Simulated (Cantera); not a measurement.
A Cantera script and what it prints.

```python
import numpy as np
import cantera as ct

gas_names = """
    CL CLO CL2 O O2 O3 Si SiCL SiCL2 SiCL3 SiCL4 SiO SiO2 Si2 Si3
""".split()
cond_names = """
    Si(cr) Si(L) SiO2(Lqz) SiO2(hqz) SiO2(L)
""".split()


# ... load() reads the species with a 1 bar reference pressure and builds the phases ...
atoms = {
    'SiO2': {'Si': 1, 'O': 2},
    'SiCl4': {'Si': 1, 'CL': 4},
}
top_T = {}  # K; cautious upper limits of use, not melting points


# ... equilibrate(T, P, feed) seeds the gas with the atoms and calls Mixture.equilibrate('TP', solver="vcs", rtol=1e-11, max_steps=5000) ...
results = []
feed = {'SiO2': 1, 'SiCl4': 2.2}  # mol
T = 600  # K
P = 10000  # Pa
mix = equilibrate(T, P, feed)
results.append((T, P, feed, dict(zip(mix.species_names, mix.species_moles))))
x = sorted(zip(gas.X, gas.species_names), reverse=True)
print(f"T = {T:g} K  P = {P:g} Pa  gas = {mix.phase_moles(0):.4g} mol")
print("   x: " + "  ".join(f"{s} {v:.3e}" for v, s in x if v > 1e-06))
print("   condensed (mol): " + ("  ".join(f"{mix.phase(i).name} {mix.phase_moles(i):.4g}"
      for i in range(1, mix.n_phases) if mix.phase_moles(i) > 1e-12) or "none"))
```

Result:

```
T = 600 K  P = 10000 Pa  gas = 2.2 mol
   x: SiCL4 1.000e+00
   condensed (mol): SiO2(Lqz) 1
```

These are equilibrium values from Cantera (NASA tables, ideal gas, pure condensed phases), not measurements of a reactor.
